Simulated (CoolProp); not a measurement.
Model: reference Helmholtz-energy equation of state, Platzer 1990, in CoolProp. This equation is an older, rougher fit.

Problem. For c-C4F8 (RC318), give the phase and the speed of sound (m/s), conductivity (mW/(m K)), fugacity coefficient at 445.5 K and 0.956 MPa; 490.9 K and 0.956 MPa.

Solution. 
- 445.5 K and 0.956 MPa: gas; speed of sound 130, conductivity 23.1, fugacity coefficient 0.932
- 490.9 K and 0.956 MPa: gas; speed of sound 140, conductivity 26.3, fugacity coefficient 0.953

Thermal conductivity comes from a separate model (Huber 2003), an estimate that may be off by 10 % or more.
